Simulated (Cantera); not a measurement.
A closed system holds: 1 mol BF₃, 1.8 mol N₂, at 1348.15 K and 10.0 Torr.

Method: chemical equilibrium by Gibbs-energy minimisation in Cantera with the NASA 1993 tables (ideal gas, pure condensed phases). Candidate condensed phases: B, BN; 13 gas species. The numbers say what is thermodynamically allowed, not how fast it happens.

Base state: N₂ 0.643, BF₃ 0.357 (mole fractions); condensed: gas only.

### Question
What changes in the equilibrium state with this change: temperature from 1348.15 K to 2400 K?

### Answer
```csv
species,before,after
N₂,0.643,0.636
BF₃,0.357,0.343
F,4.86e-8,0.0101
BF₂,4.86e-8,0.00993
BF,<1e-9,0.000101
```
The tables' values for BF₂ are old estimates; treat these amounts as uncertain.
